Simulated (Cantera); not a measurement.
A diamond (100) surface in a fixed gas of H2 with x(CH4) = 0.007, x(H) = 0.016, x(CH3) = 0.00022, at 1250 K; coverages are run to steady state.

Cantera simulation using the Harris–Goodwin 1993 mechanism for the reconstructed diamond (100) surface; the numbers are that mechanism's predictions, not measurements.

θ: site fractions in the mechanism's names (c6HH fully hydrogenated, c6H* and c6*H radical sites, c6** diradical, c6HM methylated).

```
P (Pa)  growth (µm/h)  θ c6HH  θ c6H*  θ c6*H  θ c6**  θ c6HM
------  -------------  ------  ------  ------  ------  ------
910             0.403   0.407  0.0439   0.511  0.0379       ?
1600            0.928   0.407  0.0439   0.511  0.0379       ?
2800             2.19   0.406  0.0439   0.510  0.0379       ?
4900             5.17   0.406  0.0439   0.510  0.0379       ?
8600             11.9   0.406  0.0440   0.509  0.0379       ?
15000            26.0   0.406  0.0442   0.509  0.0380       ?
26000            53.0   0.405  0.0446   0.508  0.0380       ?
46000             105   0.405  0.0452   0.507  0.0382       ?
```

### Question
Some entries are withheld; supply them.

### Answer

- 910, θ c6HM: 0.000251
- 1600, θ c6HM: 0.000416
- 2800, θ c6HM: 0.000660
- 4900, θ c6HM: 0.000992
- 8600, θ c6HM: 0.00140
- 15000, θ c6HM: 0.00181
- 26000, θ c6HM: 0.00218
- 46000, θ c6HM: 0.00249
